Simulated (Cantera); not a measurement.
Mixture: CO : H2 : O2 : N2 : H2O = 1 : 0.045 : 0.645 : 2.43 : 0.7 (molar parts), at 0.987 atm, adiabatic and at constant volume. Ignition delay is the time to a rise of 400 K.

Detailed kinetics in Cantera: GRI-Mech 3.0 (53 species, 325 reactions).

### Question
What does this change do: H2O 0.7 to 0.33 parts?

### Answer
| quantity | before | after |
|---|---|---|
| delay at 975 K | 17.2 ms | 8.41 ms |
| delay at 1025 K | 3.44 ms | 1.51 ms |
| delay at 1075 K | 0.890 ms | 0.562 ms |
| delay at 1125 K | 0.405 ms | 0.313 ms |
| delay at 1175 K | 0.245 ms | 0.210 ms |
| delay at 1225 K | 0.172 ms | 0.156 ms |
| delay at 1275 K | 0.131 ms | 0.124 ms |
| apparent activation energy between 1175 and 1275 K | 78 kJ/mol | 66 kJ/mol |

### Question
What does this change do: constant pressure in place of constant volume?

### Answer
```tsv
quantity	before	after
delay at 975 K	17.2 ms	19.6 ms
delay at 1025 K	3.44 ms	3.76 ms
delay at 1075 K	0.890 ms	0.946 ms
delay at 1125 K	0.405 ms	0.435 ms
delay at 1175 K	0.245 ms	0.266 ms
delay at 1225 K	0.172 ms	0.188 ms
delay at 1275 K	0.131 ms	0.145 ms
apparent activation energy between 1175 and 1275 K	78 kJ/mol	76 kJ/mol
```
